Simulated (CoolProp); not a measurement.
p-xylene along the isotherm 346.85 °C: density (kg/m³) from the reference equation and from simpler models built on Tc = 343.0 °C, pc = 3532 kPa, ω = 0.324; each cubic takes its own stable root.

The numbers come from the reference Helmholtz-energy equation of state, Zhou 2012 in CoolProp.

```json
[
 {"p (kPa)": "112", "phase": "gas", "reference": "2.334"},
 {"p (kPa)": "168", "phase": "gas", "reference": "3.523"},
 {"p (kPa)": "254", "phase": "gas", "reference": "5.376"},
 {"p (kPa)": "383", "phase": "gas", "reference": "8.225"},
 {"p (kPa)": "578", "phase": "gas", "reference": "12.70"},
 {"p (kPa)": "873", "phase": "gas", "reference": "19.89"},
 {"p (kPa)": "1320", "phase": "gas", "reference": "31.98"},
 {"p (kPa)": "1990", "phase": "gas", "reference": "53.89"},
 {"p (kPa)": "3000", "phase": "gas", "reference": "105.9"},
 {"p (kPa)": "4520", "phase": "supercritical", "reference": "435.7"},
 {"p (kPa)": "6820", "phase": "supercritical", "reference": "495.9"},
 {"p (kPa)": "10300", "phase": "supercritical", "reference": "536.2"},
 {"p (kPa)": "15500", "phase": "supercritical", "reference": "571.3"},
 {"p (kPa)": "23400", "phase": "supercritical", "reference": "605.5"},
 {"p (kPa)": "35300", "phase": "supercritical", "reference": "640.1"}
]
```

### Question
How far does each simpler model (ideal gas, van der Waals, Redlich-Kwong, Peng-Robinson) lie from the reference over these 15 states: mean and median of the absolute difference, and the worst?

### Answer
- ideal gas: mean 26.3 %, median 15.0 %, worst -78.6 % at 346.85 °C and 4520 kPa
- van der Waals: mean 14.2 %, median 5.3 %, worst -33.3 % at 346.85 °C and 4520 kPa
- Redlich-Kwong: mean 6.5 %, median 2.5 %, worst -21.4 % at 346.85 °C and 4520 kPa
- Peng-Robinson: mean 2.3 %, median 0.1 %, worst -14.2 % at 346.85 °C and 4520 kPa
